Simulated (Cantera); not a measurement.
# Premixed flame

A freely propagating, adiabatic, planar premixed flame of CH4 : O2 : N2 : H2O = 1 : 2.04 : 7.67 : 0.85 (molar parts), equivalence ratio 0.98, unburnt at 623 K and 630 Torr; mixture-averaged transport, grid criteria slope 0.08 and curve 0.16, no radiation.

Model: GRI-Mech 3.0 (53 species, 325 reactions), integrated in Cantera. Burning velocities carry a grid error of a few per cent, more on coarse grids.

```json
[
 {"z (mm)": "-1.36", "T (K)": "623", "u (m/s)": "1.17", "x CH4": "0.0864", "x O2": "0.176", "x H2O": "0.0735", "x H": "<1e-8", "x CH2CO": "<1e-8", "x CH3": "2.42e-8"},
 {"z (mm)": "-0.904", "T (K)": "625", "u (m/s)": "1.17", "x CH4": "0.0861", "x O2": "0.176", "x H2O": "0.0736", "x H": "<1e-8", "x CH2CO": "<1e-8", "x CH3": "2.87e-7"},
 {"z (mm)": "-0.678", "T (K)": "631", "u (m/s)": "1.19", "x CH4": "0.0855", "x O2": "0.175", "x H2O": "0.0745", "x H": "<1e-8", "x CH2CO": "6.97e-8", "x CH3": "1.44e-6"},
 {"z (mm)": "-0.452", "T (K)": "675", "u (m/s)": "1.28", "x CH4": "0.0821", "x O2": "0.172", "x H2O": "0.0801", "x H": "4.99e-7", "x CH2CO": "9.76e-7", "x CH3": "1.19e-5"},
 {"z (mm)": "-0.226", "T (K)": "991", "u (m/s)": "1.90", "x CH4": "0.0610", "x O2": "0.145", "x H2O": "0.114", "x H": "9.18e-5", "x CH2CO": "2.44e-5", "x CH3": "0.000337"},
 {"z (mm)": "-0.113", "T (K)": "1363", "u (m/s)": "2.64", "x CH4": "0.0347", "x O2": "0.109", "x H2O": "0.153", "x H": "0.000681", "x CH2CO": "8.90e-5", "x CH3": "0.00178"},
 {"z (mm)": "0", "T (K)": "1727", "u (m/s)": "3.37", "x CH4": "0.00852", "x O2": "0.0633", "x H2O": "0.192", "x H": "0.00315", "x CH2CO": "0.000104", "x CH3": "0.00206"},
 {"z (mm)": "0.113", "T (K)": "1881", "u (m/s)": "3.67", "x CH4": "0.000626", "x O2": "0.0363", "x H2O": "0.210", "x H": "0.00622", "x CH2CO": "1.70e-5", "x CH3": "0.000261"},
 {"z (mm)": "0.226", "T (K)": "1927", "u (m/s)": "3.74", "x CH4": "2.26e-5", "x O2": "0.0270", "x H2O": "0.214", "x H": "0.00745", "x CH2CO": "7.23e-7", "x CH3": "1.06e-5"},
 {"z (mm)": "0.452", "T (K)": "1979", "u (m/s)": "3.82", "x CH4": "4.91e-8", "x O2": "0.0221", "x H2O": "0.215", "x H": "0.00719", "x CH2CO": "<1e-8", "x CH3": "2.60e-8"},
 {"z (mm)": "0.904", "T (K)": "2044", "u (m/s)": "3.92", "x CH4": "<1e-8", "x O2": "0.0191", "x H2O": "0.218", "x H": "0.00554", "x CH2CO": "<1e-8", "x CH3": "<1e-8"},
 {"z (mm)": "1.81", "T (K)": "2116", "u (m/s)": "4.04", "x CH4": "<1e-8", "x O2": "0.0162", "x H2O": "0.224", "x H": "0.00356", "x CH2CO": "<1e-8", "x CH3": "<1e-8"},
 {"z (mm)": "3.62", "T (K)": "2184", "u (m/s)": "4.15", "x CH4": "<1e-8", "x O2": "0.0133", "x H2O": "0.230", "x H": "0.00204", "x CH2CO": "<1e-8", "x CH3": "<1e-8"}
]
```
x: mole fraction of selected species; z is measured from the peak of heat release.

```
Quantity                     Value
------------------------  --------
laminar burning velocity  117 cm/s
thermal thickness         0.452 mm
peak x(H)                  0.00756
peak x(CH2CO)             0.000122
peak x(CH3)                0.00254
grid points                    151
```
